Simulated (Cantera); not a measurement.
An adiabatic, constant-volume homogeneous reactor starts with CO : H2 : CH4 : O2 : N2 = 1 : 0.68 : 0.79 : 3.27 : 12.3 (molar parts), equivalence ratio 0.74, at 1725 K and 300 Torr. Integrator tolerance rtol = 1e-08.

Cantera simulation using GRI-Mech 3.0 (53 species, 325 reactions); the numbers are that mechanism's predictions, not measurements.

Problem. What does this change do: CH4 0.79 to 0.41 parts?

Solution. 
```json
[
 {"quantity": "time of steepest temperature rise", "before": "0.102 ms", "after": "55.9 µs"},
 {"quantity": "temperature at 0.300 s", "before": "2785 K", "after": "2665 K"},
 {"quantity": "equilibrium temperature", "before": "2785 K", "after": "2665 K"},
 {"quantity": "x(CO) at 0.300 s", "before": "0.0430 (gas-phase equilibrium 0.0430)", "after": "0.0219 (gas-phase equilibrium 0.0219)"},
 {"quantity": "x(H2) at 0.300 s", "before": "0.0107 (gas-phase equilibrium 0.0107)", "after": "0.00396 (gas-phase equilibrium 0.00396)"},
 {"quantity": "x(CH4) at 0.300 s", "before": "<1e-12 (gas-phase equilibrium <1e-12)", "after": "<1e-12 (gas-phase equilibrium <1e-12)"},
 {"quantity": "x(HCN) at 0.300 s", "before": "5.39e-10 (gas-phase equilibrium 5.39e-10)", "after": "7.99e-11 (gas-phase equilibrium 7.99e-11)"},
 {"quantity": "x(CH2) at 0.300 s", "before": "<1e-12 (gas-phase equilibrium <1e-12)", "after": "<1e-12 (gas-phase equilibrium <1e-12)"},
 {"quantity": "x(O2) at 0.300 s", "before": "0.0541 (gas-phase equilibrium 0.0541)", "after": "0.0874 (gas-phase equilibrium 0.0874)"}
]
```
